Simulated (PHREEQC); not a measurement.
A solution holds 8.4 mmol/kgw H3BO3, 8.8 mmol/kgw NH3 and 1.7 mmol/kgw NaCl, at 25 °C. Closed to the air; pH follows from the charge balance.

Model: ion-association model, phreeqc.dat, run in PHREEQC.

Each row changes one thing in this solution. This is a speciation only: nothing precipitates in the calculation.

```
case                                          pH  ionic strength (mol/kgw)  SI of Halite (NaCl)
------------------------------------  ----------  ------------------------  -------------------
as made                                     9.26                   0.00620                -7.18
H3BO3 left out                        (withheld)                   0.00211                -7.15
H3BO3 from 0.0084 to 0.00924 mol/kgw        9.22                (withheld)                -7.18
NH3 left out                          (withheld)                (withheld)                -7.15
diluted 2-fold with water                   9.26                (withheld)                -7.76
```

Complete the blanks.


- H3BO3 left out, pH: 10.58
- H3BO3 from 0.0084 to 0.00924 mol/kgw, ionic strength (mol/kgw): 0.00643
- NH3 left out, pH: 5.66
- NH3 left out, ionic strength (mol/kgw): 0.00170
- diluted 2-fold with water, ionic strength (mol/kgw): 0.00308
